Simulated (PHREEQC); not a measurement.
A column of 0.1 m (30 cells, dispersivity 0.005 m, 3600 s a shift, diffusion coefficient 3e-10 m²/s) holds 0.025 eq of the database's cation exchanger X per kg of pore water, first in equilibrium with 0.072 mol/kgw LiCl, 0.001 mol/kgw NH4Cl and 1e-05 mol/kgw HCl. It is flushed with 0.02 mol CaCl2 and 1e-05 mol HCl per kg of water, at 25 °C. Values are for the last cell. No CO2 enters from the air. Nothing may precipitate in this run.

The series has 31 steps of pore volumes, from 0 to 4.017.

Computed with PHREEQC (ion-association model, phreeqc.dat).

### Question
After how many pore volumes does Ca at the outlet first reach half of its feed value?

### Answer
By 1.6 pore volumes.

Species that the database lacks are ignored.
